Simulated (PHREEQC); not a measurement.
## City or well water: an equilibrium model

Model water analysis in mg/kgw, 25 °C, pH 7.5, pe 10.3:

```csv
constituent,mg/kgw
Na,29.3
K,27.3
Ca,14.9
Mg,4.83
Cl,13.1
S(6) as SO4,30
Alkalinity as HCO3,64
F,0.737
Zn,0.0336
N(5) as NO3,2.31
```

Valence states are taken as typed.

The numbers come from PHREEQC with the ion-association model, phreeqc.dat.

The ionic strength is 0.00341 mol/kgw and the specific conductance is 285 µS/cm. The charge-balance error is 19.4 %.

```tsv
species	molality	activity	log γ
Na+	0.00127	0.00120	-0.027
HCO3-	0.00104	0.000974	-0.027
K+	0.000697	0.000654	-0.028
Cl-	0.000369	0.000347	-0.028
Ca+2	0.000356	0.000278	-0.108
SO4-2	0.000291	0.000226	-0.109
Mg+2	0.000189	0.000147	-0.107
CO2	6.92e-5	6.93e-5	0.000
F-	3.84e-5	3.60e-5	-0.028
NO3-	3.72e-5	3.49e-5	-0.028
CaSO4	1.12e-5	1.12e-5	0.000
MgSO4	7.81e-6	7.82e-6	0.000
```

No solid was allowed to form. The database's zinc carbonate complexes are estimates, stronger than later reviews accept.
